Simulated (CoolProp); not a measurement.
Vapour-liquid equilibrium of R13 (1) + R11 (2) at 249.5 K; x and y are mole fractions of (1).

Computed with CoolProp (multi-fluid Helmholtz-energy mixture model, Platzer 1990 and Jacobsen 1992; pair parameters Bell 2016). This equation is an older, rougher fit; its heat capacities, sound speeds and derivatives of the liquid may be far off and weren't checked against measurements.

Give the bubble pressure and the first vapour's composition at x = 0.35, 0.65, 0.75. Is there an azeotrope?

x = 0.35: 0.4673 MPa, y = 0.976; x = 0.65: 0.7093 MPa, y = 0.987; x = 0.75: 0.7841 MPa, y = 0.990. No azeotrope shows between x = 0.05 and 0.95.

Pair parameters are fitted to limited data, so mixtures are less certain than the pure fluids. The gap from Raoult's law changes sign with composition, which may be real or a fault of the pair parameters; it wasn't checked against measurements.
